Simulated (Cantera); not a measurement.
Ignition delay

Mixture: CH4 : H2 : O2 : N2 : H2O = 1 : 0.13 : 2.13 : 10.4 : 4.1 (molar parts), at 3.10 bar, adiabatic and at constant volume. Ignition delay is the time to a rise of 400 K.

Detailed kinetics in Cantera: GRI-Mech 3.0 (53 species, 325 reactions).

| T0 (K) | delay (ms) |
|---|---|
| 1223 | 5.21 |
| 1298 | 2.86 |
| 1373 | 1.54 |
| 1448 | 0.801 |
| 1523 | 0.411 |

```json
{
 "apparent activation energy between 1373 and 1523 K": "150 kJ/mol"
}
```
